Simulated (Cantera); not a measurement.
An adiabatic, constant-pressure homogeneous reactor starts with CH4 : CO : O2 : N2 : H2O = 1 : 0.15 : 1.09 : 4.11 : 0.16 (molar parts), equivalence ratio 1.9, at 1700 K and 60000 Pa. Integrator tolerance rtol = 1e-08.

Cantera simulation using GRI-Mech 3.0 (53 species, 325 reactions); the numbers are that mechanism's predictions, not measurements.

What does this change do: constant volume in place of constant pressure?


```tsv
quantity	before	after
time of steepest temperature rise	0.409 ms	0.379 ms
temperature at 0.700 s	2640 K	2825 K
equilibrium temperature	2640 K	2825 K
x(CH4) at 0.700 s	1.18e-12 (gas-phase equilibrium 1.35e-12)	2.31e-12 (gas-phase equilibrium 2.66e-12)
x(CO) at 0.700 s	0.130 (gas-phase equilibrium 0.130)	0.130 (gas-phase equilibrium 0.130)
x(O2) at 0.700 s	0.000291 (gas-phase equilibrium 0.000291)	0.000653 (gas-phase equilibrium 0.000653)
x(HO2) at 0.700 s	1.55e-7 (gas-phase equilibrium 1.55e-7)	4.91e-7 (gas-phase equilibrium 4.91e-7)
x(N2O) at 0.700 s	3.24e-8 (gas-phase equilibrium 3.24e-8)	8.84e-8 (gas-phase equilibrium 8.84e-8)
x(HCN) at 0.700 s	3.64e-8 (gas-phase equilibrium 3.64e-8)	7.09e-8 (gas-phase equilibrium 7.09e-8)
x(CH3) at 0.700 s	3.36e-12 (gas-phase equilibrium 3.83e-12)	9.04e-12 (gas-phase equilibrium 1.04e-11)
```
